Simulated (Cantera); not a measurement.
# Equilibrium for silicon nitride deposition: SiH2Cl2 + NH3 + N2

A closed system holds: 1 mol SiH2Cl2, 12 mol NH3, 83 mol N2, at 1.00 Torr.

Equilibrium computed with Cantera from the NASA thermochemical tables; the gas is ideal and each condensed phase is pure. Candidate condensed phases: NH4Cl, Si, Si3N4; 28 gas species. The tables' values for SiCl, SiN are old estimates; treat these amounts as uncertain. Rates play no part.

From 748 K to 1648 K the condensed part is Si3N4(s). From 1748 K to 1848 K the condensed part is Si(l). From 1948 K to 2048 K nothing is condensed. The main Si-bearing gas is SiCl4 at 748 K and Si at 2048 K.

```json
[
 {"T (K)": "748", "x N2": "0.815", "x H2": "0.166", "x H": "3.21e-12", "x HCl": "0.0185", "n Si3N4(s)": "0.333", "n Si(l)": "0"},
 {"T (K)": "848", "x N2": "0.815", "x H2": "0.166", "x H": "2.12e-10", "x HCl": "0.0185", "n Si3N4(s)": "0.333", "n Si(l)": "0"},
 {"T (K)": "948", "x N2": "0.815", "x H2": "0.166", "x H": "5.85e-9", "x HCl": "0.0185", "n Si3N4(s)": "0.333", "n Si(l)": "0"},
 {"T (K)": "1048", "x N2": "0.815", "x H2": "0.166", "x H": "8.62e-8", "x HCl": "0.0185", "n Si3N4(s)": "0.333", "n Si(l)": "0"},
 {"T (K)": "1148", "x N2": "0.815", "x H2": "0.166", "x H": "8.00e-7", "x HCl": "0.0185", "n Si3N4(s)": "0.333", "n Si(l)": "0"},
 {"T (K)": "1248", "x N2": "0.815", "x H2": "0.166", "x H": "5.21e-6", "x HCl": "0.0184", "n Si3N4(s)": "0.333", "n Si(l)": "0"},
 {"T (K)": "1348", "x N2": "0.815", "x H2": "0.166", "x H": "2.58e-5", "x HCl": "0.0183", "n Si3N4(s)": "0.331", "n Si(l)": "0"},
 {"T (K)": "1448", "x N2": "0.815", "x H2": "0.166", "x H": "0.000103", "x HCl": "0.0177", "n Si3N4(s)": "0.320", "n Si(l)": "0"},
 {"T (K)": "1548", "x N2": "0.815", "x H2": "0.167", "x H": "0.000345", "x HCl": "0.0161", "n Si3N4(s)": "0.291", "n Si(l)": "0"},
 {"T (K)": "1648", "x N2": "0.815", "x H2": "0.168", "x H": "0.000999", "x HCl": "0.0131", "n Si3N4(s)": "0.232", "n Si(l)": "0"},
 {"T (K)": "1748", "x N2": "0.814", "x H2": "0.167", "x H": "0.00255", "x HCl": "0.0121", "n Si3N4(s)": "0", "n Si(l)": "0.530"},
 {"T (K)": "1848", "x N2": "0.810", "x H2": "0.164", "x H": "0.00588", "x HCl": "0.0122", "n Si3N4(s)": "0", "n Si(l)": "0.110"},
 {"T (K)": "1948", "x N2": "0.805", "x H2": "0.159", "x H": "0.0123", "x HCl": "0.0143", "n Si3N4(s)": "0", "n Si(l)": "0"},
 {"T (K)": "2048", "x N2": "0.799", "x H2": "0.151", "x H": "0.0238", "x HCl": "0.0150", "n Si3N4(s)": "0", "n Si(l)": "0"}
]
```
x: gas mole fraction; n: condensed amount in mol.
